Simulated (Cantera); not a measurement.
Cantera with NASA thermochemical tables; ideal gases at 1 bar, condensed phases pure. Values are per mole of reaction as written; species without (g) are pure solids or liquids, kept so even where they would boil at 1 bar.

8 NbO₂(g) + NO(g) + 3 OH(g) → 4 Nb₂O₅ + NH₃(g)

| T (K) | ΔH° (kJ) | ΔS° (J/K) | ΔG° (kJ) | log10 K |
|---|---|---|---|---|
| 600 | -6215.4 | -2117.1 | -4945.1 | 430.50 |
| 650 | -6207.7 | -2104.8 | -4839.6 | 388.90 |
| 700 | -6199.7 | -2092.9 | -4734.6 | 353.30 |
| 750 | -6191.4 | -2081.5 | -4630.3 | 322.47 |
| 800 | -6182.9 | -2070.5 | -4526.5 | 295.54 |
| 850 | -6174.1 | -2059.9 | -4423.2 | 271.81 |
| 900 | (withheld) | (withheld) | (withheld) | (withheld) |
| 950 | (withheld) | (withheld) | (withheld) | (withheld) |

Task: Fill in the missing entries.

Result: 
- 900, ΔH° (kJ): -6165.2
- 900, ΔS° (J/K): -2049.7
- 900, ΔG° (kJ): -4320.5
- 900, log10 K: 250.75
- 950, ΔH° (kJ): -6156.1
- 950, ΔS° (J/K): -2039.8
- 950, ΔG° (kJ): -4218.2
- 950, log10 K: 231.93
